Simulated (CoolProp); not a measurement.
Properties of normal hydrogen along the isobar 0.697 MPa (Tc = -240.0 °C, pc = 1.296 MPa, ω = -0.219).

Model: reference Helmholtz-energy equation of state, Leachman 2009, in CoolProp.

```csv
T (°C),phase,Z,Joule-Thomson coefficient (K/MPa),isothermal compressibility (1/MPa),conductivity (mW/(m K)),Prandtl number
-251.05,liquid,0.1099,-0.8298,0.02156,(withheld),1.23
-237.15,gas,0.8434,7.721,1.736,34.0,0.773
-223.25,gas,0.9435,4.627,(withheld),41.2,0.694
-209.35,gas,0.9756,3.113,1.470,49.0,0.674
-195.45,gas,0.9894,(withheld),1.449,56.9,0.670
-181.55,gas,0.9963,(withheld),1.440,65.1,0.673
-167.65,gas,1.0000,1.120,1.434,73.6,0.678
-153.75,gas,1.002,(withheld),1.432,82.4,0.681
-139.85,gas,1.003,0.5677,1.430,91.5,(withheld)
-125.95,gas,1.004,0.3896,1.429,101,0.685
-112.05,gas,1.004,0.2515,1.428,110,0.685
-98.15,gas,1.005,0.1421,1.428,119,0.685
-84.25,gas,1.005,0.05360,1.428,127,0.685
-70.35,gas,1.005,-0.01926,1.428,136,0.685
```

Q: Complete the blanks.

A: 
- -251.05, conductivity (mW/(m K)): 105
- -223.25, isothermal compressibility (1/MPa): 1.522
- -195.45, Joule-Thomson coefficient (K/MPa): 2.185
- -181.55, Joule-Thomson coefficient (K/MPa): 1.560
- -153.75, Joule-Thomson coefficient (K/MPa): 0.8028
- -139.85, Prandtl number: 0.684

Viscosity comes from a separate model (Muzny 2013). Thermal conductivity comes from a separate model (Assael 2011).
